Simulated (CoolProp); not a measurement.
Saturation properties of CH2F2 (R32).

The numbers come from the reference Helmholtz-energy equation of state, Tillner-Roth 1997 in CoolProp.

```tsv
T (K)	p (bar)	liquid density (kg/m³)	vapour density (kg/m³)	enthalpy of vaporisation (kJ/kg)	vapour viscosity (µPa s)
219.8	0.9285	1218	2.753	383.7	9.79
223.8	1.138	1207	3.332	379.3	9.97
227.9	1.390	1195	4.022	374.8	10.2
231.9	1.676	1184	4.799	370.2	10.3
236	[?]	1172	5.715	365.5	10.5
240	2.396	1160	6.737	360.7	[?]
244.1	2.843	1148	7.929	355.6	10.9
248.1	3.339	[?]	[?]	350.6	[?]
252.2	3.914	1124	10.78	345.3	11.3
256.2	4.546	1111	12.45	[?]	11.5
260.3	5.272	1098	14.39	334.3	11.7
```

Question: Fill in the missing entries.

Answer: 
- 236, p (bar): 2.015
- 240, vapour viscosity (µPa s): 10.7
- 248.1, liquid density (kg/m³): 1136
- 248.1, vapour density (kg/m³): 9.248
- 248.1, vapour viscosity (µPa s): 11.1
- 256.2, enthalpy of vaporisation (kJ/kg): 339.9

It boils at 221.5 K under 1 atm.

Viscosity comes from a separate model (Bell 2016), an estimate that may be off by 10 % or more.
